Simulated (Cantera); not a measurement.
A perfectly stirred reactor is fed with H₂ : O₂ = 0.12 : 1 (molar parts), equivalence ratio 0.060, at 1.95 Torr; it is held at 1450 K, and followed from long to short residence time.

Computed with Cantera and the H2/O2 subset of GRI-Mech 3.0, which has no nitrogen chemistry. Radical loss at walls, strong at low pressure, is not modelled. The temperature is held fixed by assumption; the heat of reaction is taken as removed at once.

x: mole fraction; the columns are a selection and need not sum to one.

```
τ (s)      x H₂   x O₂    x HO₂   x H₂O₂      x H   x H₂O     x OH
------  -------  -----  -------  -------  -------  ------  -------
1.6           ?  0.850  5.49e-7  1.71e-8  0.00683   0.101  0.00930
0.96          ?  0.842  5.76e-7  1.79e-8  0.00928  0.0979   0.0102
0.58          ?  0.834  5.95e-7  1.84e-8   0.0118  0.0952   0.0109
0.35          ?  0.827  6.06e-7  1.87e-8   0.0142  0.0928   0.0115
0.21          ?  0.821  6.12e-7  1.89e-8   0.0162  0.0909   0.0119
0.12    0.00348  0.817  6.16e-7  1.91e-8   0.0178  0.0892   0.0123
0.075         ?  0.815  6.18e-7  1.93e-8   0.0188  0.0881   0.0125
0.045         ?  0.814  6.20e-7  1.96e-8   0.0196  0.0871   0.0128
0.027         ?  0.813  6.22e-7  2.00e-8   0.0202  0.0859   0.0130
0.016         ?  0.814  6.25e-7  2.08e-8   0.0207  0.0845   0.0134
0.0096        ?  0.815  6.28e-7  2.18e-8   0.0212  0.0825   0.0139
```

Task: What belongs in the gaps?

Result: 
- 1.6, x H₂: 0.00181
- 0.96, x H₂: 0.00220
- 0.58, x H₂: 0.00257
- 0.35, x H₂: 0.00289
- 0.21, x H₂: 0.00318
- 0.075, x H₂: 0.00376
- 0.045, x H₂: 0.00415
- 0.027, x H₂: 0.00474
- 0.016, x H₂: 0.00568
- 0.0096, x H₂: 0.00716
